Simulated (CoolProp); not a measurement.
The fluid at 363.38 K and 0.0485 MPa flows at 1.5 m/s in a round tube of 6 mm bore and 45 µm roughness, fully developed (64/Re and Nu = 3.66 if laminar; Colebrook and Gnielinski if turbulent). The same conditions are run with several fluids, on thermodynamics alone (safety and materials aside).

Values from CoolProp's reference Helmholtz-energy equation of state of each fluid (methanol: de Reuck 1993; R227EA: Lemmon 2016; R123: Younglove 1994; R22: Kamei 1995; n-hexane: Thol 2019).

```tsv
fluid	Reynolds number	Darcy friction factor	pressure drop (Pa/m)	heat-transfer coefficient (W/(m² K))	mass flow (kg/h)
methanol	398	0.161	15.7	13.1	0.0793
R227EA	1750	0.0366	18.8	11.1	0.419
R123	1710	0.0375	17.4	7.90	0.379
R22	747	0.0857	22.4	9.80	0.213
n-hexane	1660	0.0385	10.2	12.0	0.215
```

Transport values come from each fluid's own correlations; those of R227EA, R22 are estimates that may be off by 10 % or more.
